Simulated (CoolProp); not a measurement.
Vapour-liquid equilibrium of CH2F2 (R32) (1) + dimethyl ether (2) at 220.3 K; x and y are mole fractions of (1).

Model: multi-fluid Helmholtz-energy mixture model, Tillner-Roth 1997 and Wu 2011; pair parameters Bell 2016, in CoolProp.

**Question.** Give the bubble pressure and the first vapour's composition at x = 0.125, 0.275, 0.65. Is there an azeotrope?

**Answer.** x = 0.125: 33.12 kPa, y = 0.342; x = 0.275: 44.25 kPa, y = 0.594; x = 0.65: 72.06 kPa, y = 0.876. No azeotrope shows between x = 0.05 and 0.95.

Pair parameters are fitted to limited data, so mixtures are less certain than the pure fluids. The gap from Raoult's law changes sign with composition, which may be real or a fault of the pair parameters; it wasn't checked against measurements.
